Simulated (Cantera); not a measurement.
A closed system holds: 1 mol C, 0.93 mol H₂O, 14 mol H₂, equilibrated at 0.310 bar.

Method: chemical equilibrium by Gibbs-energy minimisation in Cantera with the NASA 1993 tables (ideal gas, pure condensed phases). Candidate condensed phases: C, C₆H₆, C₇H₈, C₈H₁₈, H₂O; 110 gas species. Equilibrium is a limit: real reactors are often held back by kinetics, nucleation or transport.

x: gas mole fraction; n: condensed amount in mol.

```tsv
T (K)	x H₂	x H	x CO	x C₂H₂ (acetylene)	n C(graphite)
1500	0.941	3.07e-5	0.0586	(withheld)	0.0590
1600	0.941	9.47e-5	0.0586	(withheld)	0.0623
1700	0.941	0.000257	0.0586	(withheld)	0.0631
1800	0.940	0.000624	0.0586	(withheld)	0.0614
1900	0.939	0.00138	0.0586	(withheld)	0.0561
2000	0.938	0.00283	0.0586	(withheld)	0.0451
2100	0.935	0.00541	0.0585	(withheld)	0.0254
2200	0.930	0.00975	0.0584	0.00215	0
2300	0.923	0.0167	0.0582	0.00215	0
2400	0.913	0.0273	0.0578	0.00215	0
2500	0.898	0.0428	0.0574	0.00213	0
2600	0.877	0.0645	0.0567	0.00210	0
```

Problem. Fill in the missing entries.

Solution. 
- 1500, x C₂H₂ (acetylene): 8.49e-6
- 1600, x C₂H₂ (acetylene): 2.59e-5
- 1700, x C₂H₂ (acetylene): 6.91e-5
- 1800, x C₂H₂ (acetylene): 0.000165
- 1900, x C₂H₂ (acetylene): 0.000359
- 2000, x C₂H₂ (acetylene): 0.000720
- 2100, x C₂H₂ (acetylene): 0.00135
